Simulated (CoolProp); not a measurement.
Vapour-liquid equilibrium of R22 (1) + dimethyl ether (2) at 214.3 K; x and y are mole fractions of (1).

The numbers come from the multi-fluid Helmholtz-energy mixture model, Kamei 1995 and Wu 2011; pair parameters Bell 2016 in CoolProp.

**Question.** Give the bubble pressure and the first vapour's composition at x = 0.25, 0.55, 0.85. Is there an azeotrope?

**Answer.** x = 0.25: 16.28 kPa, y = 0.242; x = 0.55: 19.57 kPa, y = 0.733; x = 0.85: 32.84 kPa, y = 0.978. y crosses x between x = 0.25 and 0.35: the model has an azeotrope there.

Pair parameters are fitted to limited data, so mixtures are less certain than the pure fluids.
